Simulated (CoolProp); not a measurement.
Vapour-liquid equilibrium of benzene (1) + p-xylene (2) at 0.454 MPa; x and y are mole fractions of (1).

The numbers come from the multi-fluid Helmholtz-energy mixture model, Thol 2012 and Zhou 2012; pair parameters Bell 2016 in CoolProp.

**Question.** Give the bubble temperature and the first vapour's composition at x = 0.2, 0.275, 0.8. Is there an azeotrope?

**Answer.** x = 0.2: 458.6 K, y = 0.431; x = 0.275: 452.2 K, y = 0.544; x = 0.8: 419.7 K, y = 0.937. No azeotrope shows between x = 0.05 and 0.95.

Pair parameters are fitted to limited data, so mixtures are less certain than the pure fluids.
